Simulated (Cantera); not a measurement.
A closed system holds: 1 mol SiF4, 0.24 mol NH3, 48 mol H2, at 10000 Pa.

Cantera equilibrium calculation (NASA polynomials, part measured and part estimated; ideal gas, pure solids and liquids). Candidate condensed phases: Si, Si3N4; 37 gas species. Rates play no part. All values below are at 752 °C.

Base state: H2 0.977, SiF4 0.0200, N2 0.00242, HF 0.000269, SiHF3 0.000233 (mole fractions); condensed: Si3N4(s).

Q: What changes in the equilibrium state with this change: SiF4 replaced by SiCl4?

A: 
| species | before | after |
|---|---|---|
| H2 | 0.977 | 0.963 |
| HCl | 0 | 0.0203 |
| SiCl4 | 0 | 0.0112 |
| SiF4 | 0.0200 | 0 |
| SiHCl3 | 0 | 0.00456 |
| N2 | 0.00242 | 2.99e-9 |
| SiCl3 | 0 | 0.000350 |
| HF | 0.000269 | 0 |
| Si3N4(s), mol | 0.000109 | 0.0600 |
The tables' values for SiCl3 are old estimates; treat these amounts as uncertain. Further candidate phases: NH4Cl.
